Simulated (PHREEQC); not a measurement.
Na2CO3 is added in steps, without added water, to 1 kg of water holding 1.2 mmol/kgw NH4Cl and 0.17 mmol/kgw NaHF2, at 45 °C. Oxygen is held at 0.21 atm. CO2 from the air is kept out. The run lets Halite precipitate or redissolve, and no other solid.

Base run: PHREEQC, ion-association model, phreeqc.dat. Each further column changes one thing. The table gives HCO3- (mol/kgw).

| Na2CO3 added (mol) | base | NaHF2 replaced by KHF2 at the same molality | diluted 100-fold with water | temperature from 45 to 90 °C | no solid may form |
|---|---|---|---|---|---|
| 0 | 0 | 0 | 0 | 0 | 0 |
| 0.0001083 | 4.47e-5 | 4.47e-5 | [?] | 2.83e-5 | 4.47e-5 |
| 0.0002708 | 0.000260 | 0.000260 | 0.000204 | [?] | 0.000260 |
| 0.0003792 | 0.000369 | 0.000370 | 0.000264 | 0.000320 | 0.000369 |
| 0.0005417 | 0.000528 | 0.000528 | [?] | 0.000492 | 0.000528 |
| 0.00065 | 0.000631 | 0.000631 | 0.000387 | 0.000605 | 0.000631 |
| 0.0007583 | 0.000730 | 0.000730 | [?] | [?] | 0.000730 |
| 0.0009208 | 0.000872 | 0.000872 | 0.000487 | 0.000885 | 0.000872 |
| 0.001029 | 0.000959 | 0.000959 | 0.000522 | 0.000993 | 0.000959 |
| 0.001192 | 0.00108 | 0.00108 | [?] | 0.00115 | 0.00108 |
| 0.0013 | 0.00114 | 0.00114 | 0.000603 | 0.00125 | 0.00114 |

Problem. What belongs in the gaps?

Solution. 
- 0.0001083, diluted 100-fold with water: 9.51e-5
- 0.0002708, temperature from 45 to 90 °C: 0.000205
- 0.0005417, diluted 100-fold with water: 0.000341
- 0.0007583, diluted 100-fold with water: 0.000429
- 0.0007583, temperature from 45 to 90 °C: 0.000718
- 0.001192, diluted 100-fold with water: 0.000572

Constants without temperature data keep their 25 °C values here. Solids allowed in the column 'NaHF2 replaced by KHF2 at the same molality': Halite, Sylvite.
